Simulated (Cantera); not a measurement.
A closed system holds: 1 mol SiH₂Cl₂, 69 mol N₂, held at 1925 K and 0.180 bar.

Cantera equilibrium calculation (NASA polynomials, part measured and part estimated; ideal gas, pure solids and liquids). Candidate condensed phases: NH₄Cl, Si, Si₃N₄; 28 gas species. The tables' values for SiCl₃, SiCl are old estimates; treat these amounts as uncertain. Kinetics and transport are ignored.

Base state: N₂ 0.972, H₂ 0.00973, SiCl₂ 0.00957, HCl 0.00856, H 0.000222, Cl 0.000147, SiCl₃ 0.000107, SiCl 7.46e-5 (mole fractions); condensed: Si₃N₄(s).

### Question
What changes in the equilibrium state with this change: temperature from 1925 K to 1448 K?

### Answer
```
species          before     after
-------------  --------  --------
N₂                0.972     0.973
HCl             0.00856    0.0215
H₂              0.00973   0.00345
SiCl₂           0.00957  0.000852
SiCl₄           1.54e-6  0.000940
Si              4.69e-5     <1e-9
SiCl            7.46e-5   6.01e-9
H              0.000222   1.28e-6
Cl             0.000147   6.49e-6
SiHCl₃          5.83e-7   1.29e-5
Si₃N₄(s), mol     0.102     0.280
```
N₂ is the only nitrogen source here; it is nearly inert below about 1500 K, so the nitride shown seldom forms there in practice. The tables' values for SiCl₃ are old estimates; treat these amounts as uncertain.
